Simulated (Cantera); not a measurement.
A Cantera script and what it prints.

```python
import numpy as np
import cantera as ct

gas_names = """
    F F2 N NF NF2 NF3 N2 Si SiF SiF2 SiF3 SiF4 SiN Si2 Si2N Si3
""".split()
cond_names = """
    Si(cr) Si(L) Si3N4(a)
""".split()


# ... load() reads the species with a 1 bar reference pressure and builds the phases ...
atoms = {
    'Si3N4': {'Si': 3, 'N': 4},
    'F2': {'F': 2},
    'N2': {'N': 2},
}
top_T = {'Si3N4(a)': 2400}  # K; cautious upper limits of use, not melting points


# ... equilibrate(T, P, feed) seeds the gas with the atoms and calls Mixture.equilibrate('TP', solver="vcs", rtol=1e-11, max_steps=5000) ...
results = []
feed = {'Si3N4': 1, 'F2': 1.7, 'N2': 9.1}  # mol
T = 1048  # K
P = 1  # Pa
mix = equilibrate(T, P, feed)
results.append((T, P, feed, dict(zip(mix.species_names, mix.species_moles))))
print(gas.report(threshold=0.0001))
for i in range(1, mix.n_phases):
    print(f"{mix.phase(i).name:16s} {mix.phase_moles(i):12.5e} mol")
```

Result:

```
       temperature   1048 K
          pressure   1 Pa
           density   3.9204e-06 kg/m^3
  mean mol. weight   34.161 kg/kmol
   phase of matter   gas

                          1 kg             1 kmol
                     ---------------   ---------------
          enthalpy       -3.0318e+06       -1.0357e+08  J
   internal energy       -3.2869e+06       -1.1228e+08  J
           entropy            9992.1        3.4133e+05  J/K
    Gibbs function       -1.3504e+07       -4.6129e+08  J
 heat capacity c_p            1128.8             38561  J/K
 heat capacity c_v            885.43             30247  J/K

                      mass frac. Y      mole frac. X     chem. pot. / RT
                     ---------------   ---------------   ---------------
                N2           0.75369           0.91906           -36.581
              SiF3         0.0012916        0.00051859           -182.09
              SiF4             0.245          0.080414           -239.05
     [  +13 minor]        1.1424e-05        5.9054e-06

Si(cr)            0.00000e+00 mol
Si3N4(a)          7.16202e-01 mol
```

These are equilibrium values from Cantera (NASA tables, ideal gas, pure condensed phases), not measurements of a reactor. The tables' values for SiF3 are old estimates; treat these amounts as uncertain.
